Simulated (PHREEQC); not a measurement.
Model water analysis in mg/kgw, 64 °C, pH 7.41, pe -1.1:

```
constituent         mg/kgw
------------------  ------
Na                    12.3
K                     3.99
Ca                    11.8
Mg                    2.47
Cl                     8.6
S(6) as SO4           27.2
Alkalinity as HCO3    36.9
Si as SiO2           0.174
Br                  0.0847
N(-3) as NH4        0.0196
```

Cl is adjusted to close the charge balance.
Valence states are taken as typed.

Model: ion-association model, phreeqc.dat, run in PHREEQC.

Precipitation was switched off in this run.

**Question.** Order these Mg species by the share of Mg that they hold, largest first: MgHCO3+, MgCO3, MgOH+, Mg+2, MgSO4.

**Answer.** Mg+2 (90 %), MgSO4 (8.8 %), MgHCO3+ (0.69 %), MgOH+ (0.16 %), MgCO3 (0.13 %)

The pH is 7.41 and the ionic strength 0.00202 mol/kgw. Away from 25 °C the constants follow the database's enthalpies or fits; those with neither stay at their 25 °C values.
